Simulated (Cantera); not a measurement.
A freely propagating, adiabatic, planar premixed flame of CH4 : O2 : N2 = 1 : 2.7 : 10.2 (molar parts), equivalence ratio 0.74, unburnt at 373 K and 0.128 atm; mixture-averaged transport, grid criteria slope 0.08 and curve 0.16, no radiation.

Model: GRI-Mech 3.0 (53 species, 325 reactions), integrated in Cantera. Burning velocities carry a grid error of a few per cent, more on coarse grids.

Question: Predict: laminar burning velocity; thermal thickness; peak x(C2H); peak x(CH2CO); peak x(C2H4).

Answer: 
```json
{
  "laminar_burning_velocity": "64.1 cm/s",
  "thermal_thickness": "2.69 mm",
  "peak x(C2H)": "<1e-8",
  "peak x(CH2CO)": "2.50e-5",
  "peak x(C2H4)": "0.000131"
}
```
